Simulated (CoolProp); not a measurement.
Cyclopropane along the isobar 15 MPa: density (kg/m³) from the reference equation and from simpler models built on Tc = 398.7 K, pc = 5.605 MPa, ω = 0.131; each cubic takes its own stable root.

Values from CoolProp's reference Helmholtz-energy equation of state, Polt 1992. This equation is an older, rougher fit; its heat capacities, sound speeds and derivatives of the liquid may be far off and weren't checked against measurements.

```csv
T (K),phase,reference
366.4,liquid,547.1
374,liquid,534.3
381.6,liquid,521.1
389.2,liquid,507.2
396.8,liquid,492.7
404.5,supercritical,477.3
412.1,supercritical,461.3
419.7,supercritical,444.4
427.3,supercritical,426.7
434.9,supercritical,408.1
442.5,supercritical,388.8
450.2,supercritical,368.8
457.8,supercritical,348.7
465.4,supercritical,328.9
473,supercritical,309.8
```

Q: How far does each simpler model (van der Waals, Redlich-Kwong, Soave-Redlich-Kwong, Peng-Robinson) lie from the reference over these 15 states: mean and median of the absolute difference, and the worst?

A: 
- van der Waals: mean 22.9 %, median 24.7 %, worst -30.7 % at 366.4 K and 15 MPa
- Redlich-Kwong: mean 9.1 %, median 9.6 %, worst -10.1 % at 412.1 K and 15 MPa
- Soave-Redlich-Kwong: mean 10.6 %, median 11.1 %, worst -12.0 % at 450.2 K and 15 MPa
- Peng-Robinson: mean 2.6 %, median 2.6 %, worst -4.6 % at 465.4 K and 15 MPa
